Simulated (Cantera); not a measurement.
Input: 1 mol Al, 8.4 mol HCl, 0.54 mol N2, equilibrated at 1100 K and 8200 Pa.

Cantera equilibrium calculation (NASA polynomials, part measured and part estimated; ideal gas, pure solids and liquids). Candidate condensed phases: Al, AlCl3, AlN, NH4Cl; 20 gas species. The numbers say what is thermodynamically allowed, not how fast it happens.

Base state: HCl 0.640, H2 0.178, AlCl3 0.118, N2 0.0640, Al2Cl6 3.28e-5 (mole fractions); condensed: gas only.

Problem. What changes in the equilibrium state with this change: temperature from 1100 K to 400 K?

Solution. 
```csv
species,before,after
HCl,0.640,0.890
Al2Cl6,3.28e-5,0.101
N2,0.0640,0.00835
H2,0.178,0.000809
AlCl3,0.118,6.11e-5
"NH4Cl(s), mol",0,0.997
```
